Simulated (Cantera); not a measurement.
Input: 1 mol Cu, 0.43 mol H2O, 110 mol N2, at 7.50 Torr.

Cantera equilibrium calculation (NASA polynomials, part measured and part estimated; ideal gas, pure solids and liquids). Candidate condensed phases: Cu, CuO, Cu(OH)2, Cu2O, H2O; 27 gas species. Equilibrium is a limit: real reactors are often held back by kinetics, nucleation or transport.

x: gas mole fraction; n: condensed amount in mol.

```csv
T (K),x N2,x Cu,x H2O,x H2,x NO,n Cu(s),n Cu(l)
1150,0.996,(withheld),0.00389,4.34e-7,1.24e-7,1.000,0
1200,0.996,(withheld),0.00389,9.00e-7,2.64e-7,1.000,0
1250,0.996,(withheld),0.00389,1.76e-6,5.28e-7,0.999,0
1300,0.996,(withheld),0.00389,3.27e-6,1.00e-6,0.998,0
1350,0.996,(withheld),0.00389,5.82e-6,1.81e-6,0.995,0
1400,0.996,(withheld),0.00388,9.93e-6,3.14e-6,0,0.985
1450,0.996,(withheld),0.00387,1.63e-5,5.24e-6,0,0.962
1500,0.995,(withheld),0.00386,2.59e-5,8.45e-6,0,0.909
1550,0.994,(withheld),0.00384,4.00e-5,1.32e-5,0,0.794
1600,0.992,(withheld),0.00381,5.98e-5,2.00e-5,0,0.559
```

What belongs in the gaps?


- 1150, x Cu: 2.89e-7
- 1200, x Cu: 1.23e-6
- 1250, x Cu: 4.64e-6
- 1300, x Cu: 1.58e-5
- 1350, x Cu: 4.89e-5
- 1400, x Cu: 0.000135
- 1450, x Cu: 0.000344
- 1500, x Cu: 0.000822
- 1550, x Cu: 0.00186
- 1600, x Cu: 0.00398
